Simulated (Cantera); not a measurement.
Input (Python, Cantera):

```python
import numpy as np
import cantera as ct

gas = ct.Solution("h2o2.yaml")
gas.TPX = 400, 500000, {'H2': 1, 'O2': 0.82, 'N2': 3.08}
flame = ct.FreeFlame(gas, width=0.013)
flame.set_refine_criteria(ratio=3, slope=0.08, curve=0.16)
flame.transport_model = "unity-Lewis-number"
flame.solve(loglevel=0, auto=True)
z, T = flame.grid, flame.T
thick = (T[-1] - T[0]) / np.gradient(T, z).max()
show = ['H2', 'O2', 'O', 'HO2', 'OH', 'H']
print(f"laminar burning velocity  {flame.velocity[0] * 100:.3f} cm/s")
print(f"burnt temperature         {T[-1]:.1f} K")
print(f"thermal thickness         {thick * 1e3:.4f} mm")
print(f"grid points               {len(z)}")
z0 = z[flame.heat_release_rate.argmax()]
print(f"{'z/mm':>9s}{'T/K':>9s}{'u/(m/s)':>9s}" + "".join(f"{s:>11s}" for s in show))
rows = []
for k in (-3, -2, -1.5, -1, -0.5, -0.25, 0, 0.25, 0.5, 1, 2, 4, 8):
    zz = z0 + k * thick
    rows.append([k * thick, np.interp(zz, z, T), np.interp(zz, z, flame.velocity),
                 *(np.interp(zz, z, flame.X[gas.species_index(s)]) for s in show)])
    print(f"{rows[-1][0] * 1e3:9.3f}{rows[-1][1]:9.1f}{rows[-1][2]:9.3f}" + "".join(f"{x:11.3e}" for x in rows[-1][3:]))
```

Result:

```
laminar burning velocity  138.814 cm/s
burnt temperature         1943.6 K
thermal thickness         0.0482 mm
grid points               105
     z/mm      T/K  u/(m/s)         H2         O2          O        HO2         OH          H
   -0.145    400.4    1.389  2.040e-01  1.673e-01  7.992e-10  4.076e-07  6.850e-12  1.589e-13
   -0.096    402.9    1.398  2.038e-01  1.672e-01  8.870e-09  3.379e-06  2.380e-10  4.249e-12
   -0.072    409.4    1.420  2.030e-01  1.669e-01  3.783e-08  1.122e-05  2.120e-09  3.773e-11
   -0.048    451.3    1.561  1.984e-01  1.647e-01  4.911e-07  6.699e-05  8.678e-08  3.016e-09
   -0.024    726.3    2.469  1.669e-01  1.497e-01  3.716e-05  5.191e-04  3.823e-05  2.632e-05
   -0.012   1067.9    3.549  1.222e-01  1.287e-01  4.901e-04  6.068e-04  6.990e-04  1.390e-03
    0.000   1422.2    4.612  6.302e-02  1.006e-01  2.787e-03  3.408e-04  3.438e-03  7.048e-03
    0.012   1640.9    5.235  2.535e-02  8.133e-02  5.078e-03  2.010e-04  7.091e-03  8.336e-03
    0.024   1753.1    5.544  1.185e-02  7.425e-02  4.989e-03  1.326e-04  8.483e-03  5.522e-03
    0.048   1848.4    5.803  4.897e-03  7.170e-02  2.971e-03  6.990e-05  7.612e-03  2.017e-03
    0.096   1904.8    5.954  1.801e-03  7.162e-02  1.148e-03  2.834e-05  5.188e-03  4.553e-04
    0.193   1929.9    6.022  5.650e-04  7.197e-02  3.693e-04  9.828e-06  3.084e-03  8.092e-05
    0.386   1939.4    6.047  1.912e-04  7.224e-02  1.315e-04  4.044e-06  1.879e-03  1.676e-05
```

Cantera simulation using the H2/O2 subset of GRI-Mech 3.0, which has no nitrogen chemistry; the numbers are that mechanism's predictions, not measurements. The hydrogen kinetics of GRI-Mech 3.0 are dated; newer H2 mechanisms differ, most at raised pressure. Unity Lewis numbers drop preferential diffusion, which matters most where H2 and H carry the flame. Burning velocities carry a grid error of a few per cent, more on coarse grids. Lean hydrogen flames are cellular in practice and burn faster than this planar one.
